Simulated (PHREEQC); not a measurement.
Consider water at 20 °C with 0.0039 mol H3PO4, 0.00028 mol Na2HPO4 and 0.4 mol NaCl per kg of water. Closed to the air; pH follows from the charge balance.

The numbers come from PHREEQC with the ion-association model, wateq4f.dat.

This is a speciation only: nothing precipitates in the calculation.

### Question
Estimate the pH, activity of water.

### Answer
pH 2.65; activity of water 0.986.

### Question
In which forms is P present?

### Answer
H2PO4- 83 %, H3PO4 17 % of the P.

Complexes and solids missing from the database can't appear. H3PO4, which wateq4f.dat lacks, is added to it with the constant of phreeqc.dat.
